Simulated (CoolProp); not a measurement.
Nitrogen along the isobar 4.02 MPa: fugacity coefficient from the reference equation and from simpler models built on Tc = -147.0 °C, pc = 3.396 MPa, ω = 0.037; each cubic takes its own stable root.

Values from CoolProp's reference Helmholtz-energy equation of state, Span 2000.

```tsv
T (°C)	phase	reference
-194.85	liquid	0.03311
-188.55	liquid	0.06194
-182.25	liquid	0.1044
-175.95	liquid	0.1619
-169.65	liquid	0.2345
-163.35	liquid	0.3211
-157.05	liquid	0.4189
-150.75	liquid	0.5233
-144.45	supercritical	0.6254
-138.15	supercritical	0.6911
-131.85	supercritical	0.7350
-125.55	supercritical	0.7701
-119.25	supercritical	0.7992
```

Task: How far does each simpler model (Soave-Redlich-Kwong, Peng-Robinson) lie from the reference over these 13 states: mean and median of the absolute difference, and the worst?

Result: 
- Soave-Redlich-Kwong: mean 0.7 %, median 0.7 %, worst +1.5 % at -163.35 °C and 4.02 MPa
- Peng-Robinson: mean 2.8 %, median 2.6 %, worst -4.3 % at -138.15 °C and 4.02 MPa
